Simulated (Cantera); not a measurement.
Charge: 1 mol Si, 1.7 mol Cl2, 2.7 mol H2, at 227 °C and 100 Torr.

Method: chemical equilibrium by Gibbs-energy minimisation in Cantera with the NASA 1993 tables (ideal gas, pure condensed phases). Candidate condensed phases: Si; 19 gas species. The numbers say what is thermodynamically allowed, not how fast it happens.

Base state: H2 0.741, SiCl4 0.196, SiHCl3 0.0632, SiH2Cl2 0.000701 (mole fractions); condensed: Si(s).

Problem. What changes in the equilibrium state with this change: Si replaced by SiCl4?

Solution. 
```tsv
species	before	after
HCl	3.65e-6	0.630
H2	0.741	0.185
SiCl4	0.196	0.185
SiHCl3	0.0632	8.67e-8
SiH2Cl2	0.000701	<1e-9
Si(s), mol	0.0936	0
```

Problem. What changes in the equilibrium state with this change: temperature from 227 °C to 525 °C?

Solution. 
```tsv
species	before	after
H2	0.741	0.741
SiCl4	0.196	0.200
SiHCl3	0.0632	0.0552
HCl	3.65e-6	0.00237
SiCl3	8.64e-9	0.000117
SiH2Cl2	0.000701	0.00122
Si(s), mol	0.0936	0.102
```
The tables' values for SiCl3 are old estimates; treat these amounts as uncertain.
